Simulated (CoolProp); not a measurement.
Vapour-liquid equilibrium of ethanol (1) + o-xylene (2) at 415.3 K; x and y are mole fractions of (1).

Computed with CoolProp (multi-fluid Helmholtz-energy mixture model, Schroeder 2014 and Zhou 2012; pair parameters Bell 2016).

Problem. Give the bubble pressure and the first vapour's composition at x = 0.05, 0.8, 0.875. Is there an azeotrope?

Solution. x = 0.05: 209.5 kPa, y = 0.547; x = 0.8: 704.4 kPa, y = 0.929; x = 0.875: 738.9 kPa, y = 0.951. No azeotrope shows between x = 0.05 and 0.95.

The pair parameters rest on a limited set of measurements; away from them the model extrapolates. With so large a gap from Raoult's law the liquid may split in two, which this calculation doesn't test in full.
